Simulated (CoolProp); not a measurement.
Computed with CoolProp (reference Helmholtz-energy equation of state, Eisenbach 2021).

Task: For propylene glycol, give the phase and the density (kg/m³), cv (kJ/(kg K)), Joule-Thomson coefficient (K/MPa), fugacity coefficient at 435.4 K and 305 kPa.

Result: 
- 435.4 K and 305 kPa: liquid; density 918, cv 2.75, Joule-Thomson coefficient -0.185, fugacity coefficient 0.141
